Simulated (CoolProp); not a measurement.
Properties of methanol along the isotherm 280.45 °C (Tc = 240.2 °C, pc = 82.16 bar, ω = 0.565).

Computed with CoolProp (reference Helmholtz-energy equation of state, de Reuck 1993).

```tsv
p (bar)	phase	Z	cp (kJ/(kg K))	cv (kJ/(kg K))	Joule-Thomson coefficient (K/MPa)	conductivity (mW/(m K))	Prandtl number
0.39	gas	0.9989	1.995	1.734	7.261	45.7	___
0.693	gas	0.9981	2.000	___	7.271	45.8	0.797
1.23	gas	0.9966	___	1.743	7.289	45.9	0.798
2.19	gas	0.9938	2.021	1.753	7.322	46.0	0.800
3.9	gas	0.9889	2.046	1.771	7.379	46.3	0.804
6.93	gas	0.9800	2.093	1.804	7.476	46.9	0.811
12.3	gas	0.9637	2.181	1.864	___	47.8	0.825
21.9	gas	0.9325	2.361	1.980	7.865	___	0.856
39	gas	0.8716	2.771	2.216	8.024	53.7	0.931
69.3	gas	___	3.889	2.704	7.700	63.3	1.15
123	supercritical	0.4610	10.16	3.598	5.936	108	2.64
```

### Question
Fill in the missing entries.

### Answer

- 0.39, Prandtl number: 0.796
- 0.693, cv (kJ/(kg K)): 1.737
- 1.23, cp (kJ/(kg K)): 2.007
- 12.3, Joule-Thomson coefficient (K/MPa): 7.635
- 21.9, conductivity (mW/(m K)): 49.7
- 69.3, Z: 0.7502

Viscosity comes from a separate model (Xiang 2006). Thermal conductivity comes from a separate model (Sykioti 2013).
